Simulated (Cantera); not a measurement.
A perfectly stirred reactor is fed with CH3OH : O2 : N2 = 1 : 0.938 : 3.52 (molar parts), at 0.630 bar; it is adiabatic with a 725 K inlet, and is followed from long to short residence time, starting on the burning branch (τ in s: 0.1, 0.047, 0.021, 0.0096, 0.0044, 0.002, 0.00089, 0.0004, 0.00018, 8.2e-05, 3.7e-05, 1.7e-05).

Cantera simulation using GRI-Mech 3.0 (53 species, 325 reactions); the numbers are that mechanism's predictions, not measurements. GRI-Mech 3.0 was tuned for natural gas; its chemistry of methanol as a main component is partial and can be far from experiment.

x: mole fraction; the columns are a selection and need not sum to one.

```json
[
 {"τ (s)": "0.10", "T (K)": "2175", "x CH3OH": "1.21e-6", "x O2": "0.000129", "x CH2O": "1.20e-6", "x CH3": "?", "x N2O": "4.75e-9", "x CH2CO": "2.71e-9", "x NO": "0.000145"},
 {"τ (s)": "0.047", "T (K)": "2163", "x CH3OH": "2.02e-6", "x O2": "0.000216", "x CH2O": "1.95e-6", "x CH3": "?", "x N2O": "5.18e-9", "x CH2CO": "3.88e-9", "x NO": "0.000153"},
 {"τ (s)": "0.021", "T (K)": "2145", "x CH3OH": "3.48e-6", "x O2": "0.000369", "x CH2O": "3.29e-6", "x CH3": "?", "x N2O": "5.77e-9", "x CH2CO": "5.91e-9", "x NO": "0.000155"},
 {"τ (s)": "0.0096", "T (K)": "2123", "x CH3OH": "6.07e-6", "x O2": "0.000601", "x CH2O": "5.59e-6", "x CH3": "?", "x N2O": "6.45e-9", "x CH2CO": "9.42e-9", "x NO": "0.000150"},
 {"τ (s)": "0.0044", "T (K)": "2099", "x CH3OH": "1.09e-5", "x O2": "0.000935", "x CH2O": "9.81e-6", "x CH3": "?", "x N2O": "7.20e-9", "x CH2CO": "1.64e-8", "x NO": "0.000139"},
 {"τ (s)": "0.0020", "T (K)": "2074", "x CH3OH": "2.09e-5", "x O2": "0.00141", "x CH2O": "1.82e-5", "x CH3": "?", "x N2O": "7.97e-9", "x CH2CO": "3.27e-8", "x NO": "0.000123"},
 {"τ (s)": "0.00089", "T (K)": "2050", "x CH3OH": "4.29e-5", "x O2": "0.00216", "x CH2O": "3.65e-5", "x CH3": "?", "x N2O": "8.75e-9", "x CH2CO": "8.05e-8", "x NO": "0.000104"},
 {"τ (s)": "0.00040", "T (K)": "2026", "x CH3OH": "9.35e-5", "x O2": "0.00349", "x CH2O": "7.81e-5", "x CH3": "?", "x N2O": "9.50e-9", "x CH2CO": "2.46e-7", "x NO": "8.31e-5"},
 {"τ (s)": "0.00018", "T (K)": "1993", "x CH3OH": "0.000224", "x O2": "0.00643", "x CH2O": "0.000184", "x CH3": "?", "x N2O": "1.01e-8", "x CH2CO": "9.48e-7", "x NO": "5.66e-5"},
 {"τ (s)": "8.2e-5", "T (K)": "1906", "x CH3OH": "0.000730", "x O2": "0.0157", "x CH2O": "0.000587", "x CH3": "?", "x N2O": "1.11e-8", "x CH2CO": "5.46e-6", "x NO": "2.11e-5"},
 {"τ (s)": "3.7e-5", "T (K)": "725", "x CH3OH": "0.183", "x O2": "0.172", "x CH2O": "<1e-12", "x CH3": "<1e-12", "x N2O": "<1e-12", "x CH2CO": "<1e-12", "x NO": "<1e-12"},
 {"τ (s)": "1.7e-5", "T (K)": "725", "x CH3OH": "0.183", "x O2": "0.172", "x CH2O": "<1e-12", "x CH3": "<1e-12", "x N2O": "<1e-12", "x CH2CO": "<1e-12", "x NO": "<1e-12"}
]
```

Question: Complete the blanks.

Answer: 
- 0.10, x CH3: 1.48e-6
- 0.047, x CH3: 2.28e-6
- 0.021, x CH3: 3.85e-6
- 0.0096, x CH3: 6.79e-6
- 0.0044, x CH3: 1.26e-5
- 0.0020, x CH3: 2.47e-5
- 0.00089, x CH3: 5.12e-5
- 0.00040, x CH3: 0.000109
- 0.00018, x CH3: 0.000239
- 8.2e-5, x CH3: 0.000561
